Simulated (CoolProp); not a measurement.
Model: reference Helmholtz-energy equation of state, Lemmon 2005, in CoolProp. It is a short technical equation, of lower accuracy than the large ones.

Task: For cis-2-butene, give the phase and the density (kg/m³), cp (kJ/(kg K)), isothermal compressibility (1/MPa), expansivity (1/kK) at 2.15 °C and 5.93 MPa; 73.15 °C and 5.93 MPa.

Result: 
- 2.15 °C and 5.93 MPa: liquid; density 649, cp 2.13, isothermal compressibility 0.00170, expansivity 1.64
- 73.15 °C and 5.93 MPa: liquid; density 566, cp 2.44, isothermal compressibility 0.00415, expansivity 2.30
